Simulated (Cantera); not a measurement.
Cantera run:

```python
import numpy as np
import cantera as ct

gas_names = [...]  # 115 gases of nasa_gas.yaml made of C, Ca, H, O
cond_names = """
    C(gr) C6H6(L) C7H8(L) C8H18(L),n-octa Ca(a) Ca(b) Ca(L) CaCO3(caL) CaO(s) CaO(L) CaO2H2(s) H2O(s)
    H2O(L)
""".split()


# ... load() reads the species with a 1 bar reference pressure and builds the phases ...
atoms = {
    'CaCO3': {'Ca': 1, 'C': 1, 'O': 3},
    'H2': {'H': 2},
}
top_T = {'C(gr)': 4500}  # K; cautious upper limits of use, not melting points


# ... equilibrate(T, P, feed) seeds the gas with the atoms and calls Mixture.equilibrate('TP', solver="gibbs", rtol=1e-10, max_steps=50000) ...
results = []
T = 1023.15  # K
P = 13332.2  # Pa
for m in [0.074, 0.11, 0.17, 0.26, 0.4, 0.6, 0.92]:
    feed = {'CaCO3': 1, 'H2': m}  # mol
    mix = equilibrate(T, P, feed)
    results.append((T, P, feed, dict(zip(mix.species_names, mix.species_moles))))

top = {s: max(r[3][s] / sum(r[3][g] for g in gas_names) for r in results) for s in gas_names}
cols = sorted((s for s in top if top[s] > 0.001), key=lambda s: -top[s])[:5]
seen = [c for c in cond_names if any(r[3].get(c, 0) > 1e-12 for r in results)]
print("log10 of partial pressures in bar; condensed amounts in mol")
print(f"{'n(H2)':>10s}" + "".join(f"{s[:9]:>10s}" for s in cols + seen))
for T, P, feed, n in results:
    ng = sum(n[g] for g in gas_names)
    print(f"{feed['H2']:10.4g}" + "".join(f"{np.log10(max(n[s] / ng * P / 1e5, 1e-99)):10.3f}" for s in cols)
          + "".join(f"{n.get(c, 0):10.4g}" for c in seen))
```

Output:

```
log10 of partial pressures in bar; condensed amounts in mol
     n(H2)       CO2        H2       H2O        CO CaCO3(caL    CaO(s)
     0.074    -1.059    -2.223    -1.699    -1.699    0.6945    0.3055
      0.11    -1.059    -2.223    -1.699    -1.699    0.5459    0.4541
      0.17    -1.059    -2.223    -1.699    -1.699    0.2982    0.7018
      0.26    -1.071    -2.176    -1.681    -1.681         0         1
       0.4    -1.158    -1.907    -1.590    -1.590         0         1
       0.6    -1.267    -1.684    -1.533    -1.533         0         1
      0.92    -1.416    -1.484    -1.508    -1.508         0         1
```

Method: chemical equilibrium by Gibbs-energy minimisation in Cantera with the NASA 1993 tables (ideal gas, pure condensed phases). Mutual solubility and eutectic melting of coexisting phases are not modelled.
